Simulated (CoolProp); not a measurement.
Vapour-liquid equilibrium of CH2F2 (R32) (1) + fluoroethane (R161) (2) at -53.95 °C; x and y are mole fractions of (1).

Computed with CoolProp (multi-fluid Helmholtz-energy mixture model, Tillner-Roth 1997 and Wu 2012; pair parameters Bell 2016).

| x | bubble pressure, mixture model (bar) | bubble pressure, Raoult's law (bar) | y, mixture model | y, Raoult's law |
|---|---|---|---|---|
| 0.05 | 0.4821 | 0.4697 | 0.117 | 0.096 |
| 0.15 | 0.5439 | 0.5149 | 0.293 | 0.262 |
| 0.25 | 0.5974 | 0.5602 | 0.423 | 0.402 |
| 0.35 | 0.6452 | 0.6055 | 0.528 | 0.520 |
| 0.45 | 0.6891 | 0.6508 | 0.617 | 0.622 |
| 0.55 | 0.7303 | 0.6961 | 0.697 | 0.711 |
| 0.65 | 0.7697 | 0.7414 | 0.770 | 0.789 |
| 0.75 | 0.8078 | 0.7867 | 0.840 | 0.858 |
| 0.85 | 0.8451 | 0.8320 | 0.906 | 0.919 |
| 0.95 | 0.8818 | 0.8773 | 0.969 | 0.975 |

The largest gap from Raoult's law is +6.6 % in bubble pressure, at x = 0.25. No azeotrope shows between x = 0.05 and 0.95.

Pair parameters are fitted to limited data, so mixtures are less certain than the pure fluids.
